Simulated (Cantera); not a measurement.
A closed system holds: 1 mol AlN, 7.4 mol N2, held at 2273.15 K and 4.20 mbar.

Equilibrium computed with Cantera from the NASA thermochemical tables; the gas is ideal and each condensed phase is pure. Candidate condensed phases: Al, AlN; 5 gas species. Kinetics and transport are ignored.

Base state: N2 0.888, Al 0.112 (mole fractions); condensed: gas only.

Task: What changes in the equilibrium state with this change: temperature from 2273.15 K to 1473 K?

Result: 
| species | before | after |
|---|---|---|
| N2 | 0.888 | 1.00 |
| Al | 0.112 | 8.91e-8 |
| AlN(s), mol | 0 | 1.000 |

Task: What changes in the equilibrium state with this change: AlN replaced by Al2O3?

Result: 
```csv
species,before,after
N2,0.888,1.000
O,0,0.000131
Al,0.112,0.000117
NO,0,7.31e-5
AlO,0,3.60e-5
"Al2O3(s), mol",0,0.999
```
Further candidate phases: Al2O3.
